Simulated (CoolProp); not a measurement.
R1336mzz(E) along the isotherm 136.85 °C: density (kg/m³) from the reference equation and from simpler models built on Tc = 130.4 °C, pc = 2779 kPa, ω = 0.413; each cubic takes its own stable root.

Values from CoolProp's reference Helmholtz-energy equation of state, Akasaka 2023.

```json
[
 {"p (kPa)": "13.2", "phase": "gas", "reference": "0.6363", "van der Waals": "0.6361", "Soave-Redlich-Kwong": "0.6362"},
 {"p (kPa)": "21.3", "phase": "gas", "reference": "1.028", "van der Waals": "1.027", "Soave-Redlich-Kwong": "1.028"},
 {"p (kPa)": "34.4", "phase": "gas", "reference": "1.662", "van der Waals": "1.661", "Soave-Redlich-Kwong": "1.662"},
 {"p (kPa)": "55.6", "phase": "gas", "reference": "2.694", "van der Waals": "2.691", "Soave-Redlich-Kwong": "2.693"},
 {"p (kPa)": "89.8", "phase": "gas", "reference": "4.370", "van der Waals": "4.362", "Soave-Redlich-Kwong": "4.367"},
 {"p (kPa)": "145", "phase": "gas", "reference": "7.105", "van der Waals": "7.085", "Soave-Redlich-Kwong": "7.098"},
 {"p (kPa)": "234", "phase": "gas", "reference": "[?]", "van der Waals": "11.54", "Soave-Redlich-Kwong": "11.58"},
 {"p (kPa)": "379", "phase": "gas", "reference": "19.15", "van der Waals": "19.00", "Soave-Redlich-Kwong": "19.10"},
 {"p (kPa)": "612", "phase": "gas", "reference": "31.95", "van der Waals": "31.55", "Soave-Redlich-Kwong": "31.81"},
 {"p (kPa)": "989", "phase": "gas", "reference": "54.75", "van der Waals": "53.59", "Soave-Redlich-Kwong": "[?]"},
 {"p (kPa)": "1600", "phase": "gas", "reference": "99.35", "van der Waals": "95.77", "Soave-Redlich-Kwong": "97.94"},
 {"p (kPa)": "2580", "phase": "gas", "reference": "217.3", "van der Waals": "204.7", "Soave-Redlich-Kwong": "210.0"},
 {"p (kPa)": "4170", "phase": "supercritical", "reference": "818.8", "van der Waals": "[?]", "Soave-Redlich-Kwong": "648.7"}
]
```

Some entries are withheld; supply them.


- 234, reference: 11.60
- 989, Soave-Redlich-Kwong: 54.32
- 4170, van der Waals: 564.6
